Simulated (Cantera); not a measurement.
Input (Python, Cantera) and output of one run.

```python
import numpy as np
import cantera as ct

gas_names = """
    H HNO HNO2 HNO3 HO2 H2 H2O H2O2 N NH NH2 NH3 NH2OH NO NO2 NO3 N2 N2H2 N2H4 N2O O OH O2 O3 V VN VO
    VO2
""".split()
cond_names = """
    H2O(s) H2O(L) V(cr) V(L) VN(s) VO(s) VO(L) V2O3(s) V2O3(L) V2O4(I) V2O4(II) V2O4(L) V2O5(s) V2O5(L)
""".split()


# ... load() reads the species with a 1 bar reference pressure and builds the phases ...
atoms = {
    'V2O3': {'V': 2, 'O': 3},
    'H2': {'H': 2},
    'N2': {'N': 2},
}
top_T = {'VN(s)': 2300}  # K; cautious upper limits of use, not melting points


# ... equilibrate(T, P, feed) seeds the gas with the atoms and calls Mixture.equilibrate('TP', solver="vcs", rtol=1e-11, max_steps=5000) ...
results = []
feed = {'V2O3': 1, 'H2': 5.5, 'N2': 7.6}  # mol
P = 13332.2  # Pa
for T in [1000, 1100, 1200, 1300, 1400, 1500, 1600, 1700, 1800, 1900, 2000, 2100]:
    mix = equilibrate(T, P, feed)
    results.append((T, P, feed, dict(zip(mix.species_names, mix.species_moles))))

top = {s: max(r[3][s] / sum(r[3][g] for g in gas_names) for r in results) for s in gas_names}
cols = sorted((s for s in top if top[s] > 1e-06), key=lambda s: -top[s])[:7]
seen = [c for c in cond_names if any(r[3].get(c, 0) > 1e-12 for r in results)]
print("log10 of partial pressures in bar; condensed amounts in mol")
print(f"{'T/K':>10s}" + "".join(f"{s[:9]:>10s}" for s in cols + seen))
for T, P, feed, n in results:
    ng = sum(n[g] for g in gas_names)
    print(f"{T:10.4g}" + "".join(f"{np.log10(max(n[s] / ng * P / 1e5, 1e-99)):10.3f}" for s in cols)
          + "".join(f"{n.get(c, 0):10.4g}" for c in seen))
```

Result:

```
log10 of partial pressures in bar; condensed amounts in mol
       T/K        N2        H2       H2O         H       VO2        VO        OH     VN(s)     VO(s)     VO(L)   V2O3(s)
      1000    -1.112    -1.253    -3.737    -9.271   -17.833   -20.562   -14.409     0.012         0         0     0.994
      1100    -1.112    -1.253    -3.688    -8.214   -15.501   -17.751   -13.000   0.01341         0         0    0.9933
      1200    -1.112    -1.254    -3.652    -7.332   -13.568   -15.418   -11.828   0.01459         0         0    0.9927
      1300    -1.112    -1.254    -3.624    -6.583   -11.941   -13.452   -10.838   0.01556         0         0    0.9922
      1400    -1.112    -1.254    -3.603    -5.940   -10.555   -11.775    -9.991   0.01634         0         0    0.9918
      1500    -1.112    -1.254    -3.586    -5.381    -9.360   -10.327    -9.258   0.01697         0         0    0.9915
      1600    -1.112    -1.255    -3.466    -4.892    -8.268    -9.121    -8.511         0   0.06718         0    0.9664
      1700    -1.112    -1.256    -3.268    -4.460    -7.263    -8.109    -7.759         0     0.106         0     0.947
      1800    -1.112    -1.259    -3.094    -4.075    -6.375    -7.215    -7.090         0    0.1585         0    0.9207
      1900    -1.112    -1.262    -2.938    -3.731    -5.586    -6.421    -6.493         0    0.2269         0    0.8864
      2000    -1.112    -1.267    -2.800    -3.422    -4.880    -5.712    -5.957         0    0.3129         0    0.8428
      2100    -1.113    -1.275    -2.631    -3.144    -4.222    -5.099    -5.425         0         0    0.4665    0.7634
```

These are equilibrium values from Cantera (NASA tables, ideal gas, pure condensed phases), not measurements of a reactor. Mutual solubility and eutectic melting of coexisting phases are not modelled. VN, VO: taken at fixed stoichiometry. Condensed phases not in the tables: the oxides between V2O3 and V2O5 other than VO2, solid solutions among these carbides, nitrides and lower oxides, V2N.
